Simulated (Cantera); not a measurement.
Feed: 1 mol Pb, 0.077 mol H2, 0.13 mol N2, held at 648.15 K and 101000 Pa.

Cantera equilibrium calculation (NASA polynomials, part measured and part estimated; ideal gas, pure solids and liquids). Candidate condensed phases: Pb; 11 gas species. Rates play no part.

Base state: N2 0.628, H2 0.368, NH3 0.00345 (mole fractions); condensed: Pb(l).

Q: What changes in the equilibrium state with this change: Pb replaced by PbO?

A: 
```csv
species,before,after
N2,0.628,0.628
H2O,0,0.372
H2,0.368,9.69e-6
NH3,0.00345,<1e-9
"Pb(l), mol",1.00,0.0770
"PbO(red), mol",0,0.923
```
Further candidate phases: H2O, PbO, PbO2, Pb3O4.

Q: What changes in the equilibrium state with this change: pressure from 101000 Pa to 150 Pa?

A: 
```tsv
species	before	after
N2	0.628	0.628
H2	0.368	0.372
NH3	0.00345	5.19e-6
Pb(l), mol	1.00	1.00
```

Q: What changes in the equilibrium state with this change: temperature from 648.15 K to 1150 K?

A: 
| species | before | after |
|---|---|---|
| N2 | 0.628 | 0.628 |
| H2 | 0.368 | 0.372 |
| Pb | <1e-9 | 0.000286 |
| NH3 | 0.00345 | 4.44e-5 |
| Pb(l), mol | 1.00 | 1.000 |
